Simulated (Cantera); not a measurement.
Input (Python, Cantera) and output of one run.

```python
import numpy as np
import cantera as ct

gas_names = """
    CL CL2 H HCL H2 N NH NH2 NH3 N2 N2H2 N2H4 Si SiCL SiCL2 SiCL3 SiCL4 SiH SiHCL3 SiH2 SiH2CL2 SiH3
    SiH3CL SiH4 SiN Si2 Si2N Si3
""".split()
cond_names = """
    NH4CL(a) NH4CL(b) Si(cr) Si(L) Si3N4(a)
""".split()


# ... load() reads the species with a 1 bar reference pressure and builds the phases ...
atoms = {
    'SiH2Cl2': {'Si': 1, 'H': 2, 'CL': 2},
    'HCl': {'H': 1, 'CL': 1},
    'N2': {'N': 2},
}
top_T = {'Si3N4(a)': 2400}  # K; cautious upper limits of use, not melting points


# ... equilibrate(T, P, feed) seeds the gas with the atoms and calls Mixture.equilibrate('TP', solver="vcs", rtol=1e-11, max_steps=5000) ...
results = []
feed = {'SiH2Cl2': 1, 'HCl': 0.57, 'N2': 6.9}  # mol
P = 1900  # Pa
for T in [948, 1048, 1148, 1248, 1348, 1448, 1548, 1648]:
    mix = equilibrate(T, P, feed)
    results.append((T, P, feed, dict(zip(mix.species_names, mix.species_moles))))
    x = sorted(zip(gas.X, gas.species_names), reverse=True)
    print(f"T = {T:g} K  P = {P:g} Pa  gas = {mix.phase_moles(0):.4g} mol")
    print("   x: " + "  ".join(f"{s} {v:.3e}" for v, s in x if v > 1e-05))
    print("   condensed (mol): " + ("  ".join(f"{mix.phase(i).name} {mix.phase_moles(i):.4g}"
          for i in range(1, mix.n_phases) if mix.phase_moles(i) > 1e-12) or "none"))
```

Output:

```
T = 948 K  P = 1900 Pa  gas = 8.715 mol
   x: N2 7.355e-01  HCL 1.735e-01  H2 6.065e-02  SiCL4 3.029e-02  SiHCL3 4.767e-05  SiCL3 1.206e-05
   condensed (mol): Si3N4(a) 0.2452
T = 1048 K  P = 1900 Pa  gas = 8.721 mol
   x: N2 7.336e-01  HCL 1.817e-01  H2 5.645e-02  SiCL4 2.811e-02  SiHCL3 8.934e-05  SiCL3 8.549e-05
   condensed (mol): Si3N4(a) 0.2511
T = 1148 K  P = 1900 Pa  gas = 8.728 mol
   x: N2 7.321e-01  HCL 1.879e-01  H2 5.321e-02  SiCL4 2.617e-02  SiCL3 4.252e-04  SiHCL3 1.487e-04  SiCL2 7.625e-05
   condensed (mol): Si3N4(a) 0.2553
T = 1248 K  P = 1900 Pa  gas = 8.74 mol
   x: N2 7.308e-01  HCL 1.919e-01  H2 5.094e-02  SiCL4 2.379e-02  SiCL3 1.584e-03  SiCL2 7.612e-04  SiHCL3 2.223e-04
   condensed (mol): Si3N4(a) 0.2565
T = 1348 K  P = 1900 Pa  gas = 8.782 mol
   x: N2 7.291e-01  HCL 1.916e-01  H2 5.039e-02  SiCL4 1.925e-02  SiCL2 5.016e-03  SiCL3 4.385e-03  SiHCL3 2.875e-04  CL 1.194e-05
   condensed (mol): Si3N4(a) 0.2486
T = 1448 K  P = 1900 Pa  gas = 8.905 mol
   x: N2 7.263e-01  HCL 1.800e-01  H2 5.413e-02  SiCL2 2.069e-02  SiCL4 1.074e-02  SiCL3 7.778e-03  SiHCL3 2.764e-04  CL 4.216e-05  H 1.556e-05
   condensed (mol): Si3N4(a) 0.2161
T = 1548 K  P = 1900 Pa  gas = 9.099 mol
   x: N2 7.243e-01  HCL 1.509e-01  H2 6.565e-02  SiCL2 4.845e-02  SiCL3 7.268e-03  SiCL4 3.052e-03  SiHCL3 1.621e-04  CL 1.051e-04  H 5.724e-05
   condensed (mol): Si3N4(a) 0.1546
T = 1648 K  P = 1900 Pa  gas = 9.269 mol
   x: N2 7.253e-01  HCL 1.134e-01  H2 8.180e-02  SiCL2 7.424e-02  SiCL3 4.263e-03  SiCL4 5.397e-04  CL 2.009e-04  H 1.848e-04  SiHCL3 6.496e-05  SiCL 2.281e-05
   condensed (mol): Si3N4(a) 0.08885
```

Equilibrium computed with Cantera from the NASA thermochemical tables; the gas is ideal and each condensed phase is pure. N2 is the only nitrogen source here; it is nearly inert below about 1500 K, so the nitride shown seldom forms there in practice. The tables' values for SiCl3, SiCl are old estimates; treat these amounts as uncertain.
